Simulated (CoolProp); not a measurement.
Values from CoolProp's reference Helmholtz-energy equation of state, Pan 2012.

Problem. Give the vapour pressure (kPa), liquid density (kg/m³), vapour density (kg/m³), enthalpy of vaporisation (kJ/kg) of saturated R236FA at 53.95 °C.

Solution. 
```json
[
 {"T (°C)": "53.95", "p (kPa)": "650", "liquid density (kg/m³)": "1250", "vapour density (kg/m³)": "43.8", "enthalpy of vaporisation (kJ/kg)": "127"}
]
```
